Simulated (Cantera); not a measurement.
Input: 1 mol TiO2, 3.3 mol CH4, 0.38 mol CO, held at 1000 °C and 44.0 mbar.

Method: chemical equilibrium by Gibbs-energy minimisation in Cantera with the NASA 1993 tables (ideal gas, pure condensed phases). Candidate condensed phases: C, C6H6, C7H8, C8H18, H2O, Ti, TiC, TiO, TiO2, Ti2O3, Ti3O5, Ti4O7; 113 gas species. Mutual solubility and eutectic melting of coexisting phases are not modelled. TiC: taken at fixed stoichiometry. Rates play no part.

Q: What is the equilibrium state?

A: 
| Item | Value |
|---|---|
| x(H2) | 0.855 |
| x(CO) | 0.145 |
| x(CH4) | 0.000302 |
| x(H2O) | 6.47e-5 |
| x(CO2) | 6.63e-6 |
| x(H) | 3.15e-6 |
| n(C(graphite)) | 2.32 mol |
| n(TiC(s)) | 0.243 mol |
| n(Ti3O5(s)) | 0.252 mol |
| gas amount | 7.716 mol |
| log10 activity of Ti2O3(s) (absent) | -0.03 |
| log10 activity of Ti4O7(s) (absent) | -0.25 |
| log10 activity of Ti(β) (absent) | -6.94 |
